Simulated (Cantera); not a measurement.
# CH3SiH3 + C2H4 + H2 (silicon carbide growth)

Input: 1 mol CH3SiH3, 0.014 mol C2H4, 3.3 mol H2, equilibrated at 2025 °C and 94.0 mbar.

Cantera equilibrium calculation (NASA polynomials, part measured and part estimated; ideal gas, pure solids and liquids). Candidate condensed phases: C, C6H6, C7H8, C8H18, Si, SiC; 87 gas species. The feed counts by its element totals alone. Gases not in the tables: Si2H6 and higher silanes. Kinetics and transport are ignored.

| Quantity | Result |
|---|---|
| x(H2) | 0.964 |
| x(H) | 0.0307 |
| x(C2H2 (acetylene)) | 0.00307 |
| x(Si) | 0.00161 |
| x(SiH) | 0.000179 |
| x(SiC2) | 0.000164 |
| x(Si2C) | 0.000130 |
| x(SiH2) | 7.38e-5 |
| x(CH4) | 1.62e-5 |
| n(SiC(s)) | 0.985 mol |
| gas amount | 6.440 mol |
| log10 activity of C(graphite) (absent) | -0.06 |
| log10 activity of Si(l) (absent) | -0.78 |
